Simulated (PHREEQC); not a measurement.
Dissolve 0.43 mol/kgw KBr at 25 °C. Closed to the air; pH follows from the charge balance.

Equilibrium calculation in PHREEQC: ion-association model, phreeqc.dat.

This is a speciation only: nothing precipitates in the calculation.

Q: Predict the activity of water, density, specific conductance.

A: activity of water 0.985; density 1.033 g/cm³; specific conductance 46500 µS/cm.

Species that the database lacks are ignored.
